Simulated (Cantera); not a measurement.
Source: NASA polynomial tables (part measured, part estimated), evaluated in Cantera. Values are per mole of reaction as written; species without (g) are pure solids or liquids, kept so even where they would boil at 1 bar.

2 NF3(g) → 3 F2(g) + N2(g), with ΔH° = 263.4 kJ and ΔS° = 278.5 J/K at 300 K.

How far is the shortcut ΔG° ≈ ΔH°(300 K) − T·ΔS°(300 K) from the full temperature-dependent value at 475, 675, 875, 1075, 1275, 1475, 1675, 1875 K?


```json
[
 {"T (K)": "475", "shortcut (kJ)": "131.2", "full (kJ)": "130.8", "difference (kJ)": "0.4", "difference in log10 K": "-0.04"},
 {"T (K)": "675", "shortcut (kJ)": "75.5", "full (kJ)": "74.7", "difference (kJ)": "0.7", "difference in log10 K": "-0.06"},
 {"T (K)": "875", "shortcut (kJ)": "19.8", "full (kJ)": "19.3", "difference (kJ)": "0.4", "difference in log10 K": "-0.03"},
 {"T (K)": "1075", "shortcut (kJ)": "-35.9", "full (kJ)": "-35.4", "difference (kJ)": "-0.6", "difference in log10 K": "0.03"},
 {"T (K)": "1275", "shortcut (kJ)": "-91.6", "full (kJ)": "-89.4", "difference (kJ)": "-2.2", "difference in log10 K": "0.09"},
 {"T (K)": "1475", "shortcut (kJ)": "-147.3", "full (kJ)": "-143.0", "difference (kJ)": "-4.4", "difference in log10 K": "0.15"},
 {"T (K)": "1675", "shortcut (kJ)": "-203.0", "full (kJ)": "-196.0", "difference (kJ)": "-7.0", "difference in log10 K": "0.22"},
 {"T (K)": "1875", "shortcut (kJ)": "-258.7", "full (kJ)": "-248.6", "difference (kJ)": "-10.1", "difference in log10 K": "0.28"}
]
```
The shortcut ignores the heat-capacity change of the reaction.
